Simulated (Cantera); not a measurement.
A closed system holds: 1 mol Si, 3.4 mol F2, 1.9 mol H2, equilibrated at 873 K and 0.0100 bar.

Method: chemical equilibrium by Gibbs-energy minimisation in Cantera with the NASA 1993 tables (ideal gas, pure condensed phases). Candidate condensed phases: Si; 25 gas species. The numbers say what is thermodynamically allowed, not how fast it happens.

Base state: HF 0.651, SiF4 0.233, H2 0.116 (mole fractions); condensed: gas only.

What changes in the equilibrium state with this change: H2 from 1.9 to 0.36 mol?


| species | before | after |
|---|---|---|
| SiF4 | 0.233 | 0.340 |
| F2 | <1e-9 | 0.290 |
| HF | 0.651 | 0.245 |
| F | <1e-9 | 0.125 |
| H2 | 0.116 | <1e-9 |
